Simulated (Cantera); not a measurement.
**Equilibrium for silicon carbide growth: SiHCl3 + CH4 + H2**

Charge: 1 mol SiHCl3, 0.16 mol CH4, a varied amount of H2, equilibrated at 1925 K and 52.0 mbar.

Cantera equilibrium calculation (NASA polynomials, part measured and part estimated; ideal gas, pure solids and liquids). Candidate condensed phases: C, C6H6, C7H8, C8H18, Si, SiC; 109 gas species. Mutual solubility and eutectic melting of coexisting phases are not modelled. The tables' values for SiCl3, SiCl are old estimates; treat these amounts as uncertain. Gases not in the tables: Si2H6 and higher silanes. The numbers say what is thermodynamically allowed, not how fast it happens.

```
n(H2) (mol)   x H2    x HCl   x SiCl2      x H  n Si(l)  n SiC(s)
-----------  -----  -------  --------  -------  -------  --------
5.5          0.720    0.169     0.104  0.00356  0.00454     0.160
9.1          0.796    0.136    0.0613  0.00374    0.120     0.160
15           0.857    0.104    0.0334  0.00388    0.241     0.160
26           0.906   0.0736    0.0157  0.00399    0.372     0.160
43           0.937   0.0510   0.00729  0.00406    0.478     0.160
72           0.958   0.0338   0.00312  0.00410    0.563     0.159
120          0.972   0.0218   0.00128  0.00413    0.616     0.159
200          0.981   0.0137  0.000501  0.00415    0.633     0.158
340          0.987  0.00832  0.000184  0.00416    0.604     0.157
570          0.990  0.00506   6.78e-5  0.00417    0.519     0.155
```
x: gas mole fraction; n: condensed amount in mol.

From 5.5 mol H2 to 570 mol H2 the condensed part is Si(l) + SiC(s). The main Si-bearing gas is SiCl2 at 5.5 mol H2 and Si at 570 mol H2. The share of Si in condensed phases is highest at 200 mol H2 (79.1 %) and lowest at 5.5 mol H2 (16.4 %).
